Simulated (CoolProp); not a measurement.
The fluid at 293.15 K and 0.11 MPa is throttled through a valve to 0.0718 MPa with no heat exchange. The same conditions are run with several fluids, on thermodynamics alone (safety and materials aside).

Computed with CoolProp (reference Helmholtz-energy equation of state of each fluid (ammonia: Gao 2020; vinyl chloride: Thol 2022; R143a: Lemmon and Jacobsen 2000; R404A: Lemmon 2003; R227EA: Lemmon 2016)). Blends and air are pseudo-pure fits.

```
fluid           temperature change (K)  final density (kg/m³)
--------------  ----------------------  ---------------------
ammonia                           -1.2                  0.508
vinyl chloride                    -1.1                   1.87
R143a                             -0.8                   2.51
R404A                             -0.7                   2.92
R227EA                            -0.7                   5.13
```
